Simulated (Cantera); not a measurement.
Input (Python, Cantera):

```python
import numpy as np
import cantera as ct

gas = ct.Solution("h2o2.yaml")
gas.TPX = 1425, 2666, {'H2': 0.048, 'O2': 1}
reactor = ct.IdealGasConstPressureReactor(gas, energy="off", clone=False)
net = ct.ReactorNet([reactor])
net.rtol, net.atol = 1e-08, 1e-18
show = ['H2', 'O2', 'H', 'HO2', 'H2O', 'H2O2', 'O']
times = np.geomspace(0.0008, 20, 10)

steps = ct.SolutionArray(gas, extra=["t"])
rows = []
print(f"{'t/s':>10s}{'T/K':>9s}{'P/Pa':>11s}" + "".join(f"{s:>11s}" for s in show))
for t in times:
    while net.time < t:
        t_next = net.step()
        steps.append(gas.state, t=t_next)
    rows.append([np.interp(t, steps.t, y) for y in (steps.T, steps.P, *steps(*show).X.T)])
    print(f"{t:10.3e}{rows[-1][0]:9.1f}{rows[-1][1]:11.4g}" + "".join(f"{x:11.3e}" for x in rows[-1][2:]))
rate = np.gradient(steps.T, steps.t)
print("integrator steps:", len(steps.t))
if steps.T.max() > steps.T[0] + 200:
    print(f"time of steepest temperature rise: {steps.t[rate.argmax()]:.4e} s")
gas.TPX = 1425, 2666, {'H2': 0.048, 'O2': 1}
gas.equilibrate("TP")
print(f"equilibrium (TP): T = {gas.T:.1f} K  " + "  ".join(f"{s} {gas[s].X[0]:.3e}" for s in show))
```

Result:

```
       t/s      T/K       P/Pa         H2         O2          H        HO2        H2O       H2O2          O
 8.000e-04   1425.0       2666  1.443e-03  9.159e-01  5.386e-03  3.516e-06  3.823e-02  1.111e-07  3.217e-02
 2.465e-03   1425.0       2666  6.772e-04  9.170e-01  4.265e-03  3.171e-06  4.027e-02  8.442e-08  3.213e-02
 7.593e-03   1425.0       2666  5.637e-04  9.235e-01  3.166e-03  2.970e-06  4.136e-02  8.102e-08  2.624e-02
 2.339e-02   1425.0       2666  3.379e-04  9.357e-01  1.411e-03  2.405e-06  4.337e-02  6.966e-08  1.521e-02
 7.207e-02   1425.0       2666  1.087e-04  9.473e-01  2.478e-04  1.328e-06  4.535e-02  4.440e-08  4.741e-03
 2.220e-01   1425.0       2666  1.951e-05  9.518e-01  1.855e-05  4.207e-07  4.633e-02  1.869e-08  8.383e-04
 6.840e-01   1425.0       2666  3.026e-06  9.528e-01  1.130e-06  1.127e-07  4.667e-02  5.960e-09  1.295e-04
 2.107e+00   1425.0       2666  5.770e-07  9.530e-01  9.423e-08  7.265e-08  4.679e-02  1.886e-09  2.470e-05
 6.492e+00   1425.0       2666  2.153e-07  9.531e-01  2.156e-08  9.174e-08  4.682e-02  1.031e-09  9.230e-06
 2.000e+01   1425.0       2666  1.947e-07  9.531e-01  1.856e-08  9.500e-08  4.682e-02  9.823e-10  8.351e-06
integrator steps: 1736
equilibrium (TP): T = 1425.0 K  H2 1.947e-07  O2 9.531e-01  H 1.856e-08  HO2 9.500e-08  H2O 4.682e-02  H2O2 9.823e-10  O 8.350e-06
```

Detailed kinetics in Cantera: the H2/O2 subset of GRI-Mech 3.0, which has no nitrogen chemistry. Radical loss at walls, strong at low pressure, is not modelled. The temperature is held fixed by assumption; the heat of reaction is taken as removed at once.
